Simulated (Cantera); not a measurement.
# Adiabatic ignition

An adiabatic, constant-pressure homogeneous reactor starts with 5.30 % CH₄, 0.848 % CO, 19.7 % O₂, 74.2 % N₂, equivalence ratio 0.56, at 1598 K and 760 Torr.

Model: GRI-Mech 3.0 (53 species, 325 reactions), integrated in Cantera.

| t (s) | T (K) | x CH₄ | x CO | x O₂ | x C₂H₄ | x HCN | x HCO | x N₂O |
|---|---|---|---|---|---|---|---|---|
| 2.00e-6 | 1598 | 0.0530 | 0.00848 | 0.197 | <1e-12 | <1e-12 | <1e-12 | <1e-12 |
| 8.50e-6 | 1598 | 0.0530 | 0.00848 | 0.197 | 1.05e-10 | <1e-12 | 5.27e-12 | 7.02e-12 |
| 3.61e-5 | 1598 | 0.0530 | 0.00848 | 0.197 | 1.59e-8 | <1e-12 | 1.07e-10 | 8.53e-11 |
| 0.000153 | 1598 | 0.0526 | 0.00848 | 0.196 | 4.90e-6 | <1e-12 | 1.03e-8 | 1.03e-9 |
| 0.000651 | 2479 | <1e-12 | 0.0127 | 0.0858 | <1e-12 | 4.41e-12 | 4.29e-9 | 5.10e-7 |
| 0.00277 | 2555 | <1e-12 | 0.00881 | 0.0839 | <1e-12 | 9.75e-12 | 1.88e-9 | 7.01e-7 |
| 0.0117 | 2544 | <1e-12 | 0.00858 | 0.0802 | <1e-12 | 1.69e-11 | 1.76e-9 | 7.48e-7 |
| 0.0499 | 2540 | <1e-12 | 0.00849 | 0.0787 | <1e-12 | 1.94e-11 | 1.71e-9 | 7.82e-7 |
| 0.212 | 2540 | <1e-12 | 0.00849 | 0.0787 | <1e-12 | 1.94e-11 | 1.71e-9 | 7.83e-7 |
| 0.900 | 2540 | <1e-12 | 0.00849 | 0.0787 | <1e-12 | 1.94e-11 | 1.71e-9 | 7.83e-7 |
x: mole fraction; the columns are a selection and need not sum to one.

* **time of steepest temperature rise**: 0.413 ms
* **temperature at 0.900 s**: 2540 K
* **equilibrium temperature**: 2540 K
* **x(CH₄) at 0.900 s**: <1e-12 (gas-phase equilibrium <1e-12)
* **x(CO) at 0.900 s**: 0.00849 (gas-phase equilibrium 0.00849)
* **x(O₂) at 0.900 s**: 0.0787 (gas-phase equilibrium 0.0787)
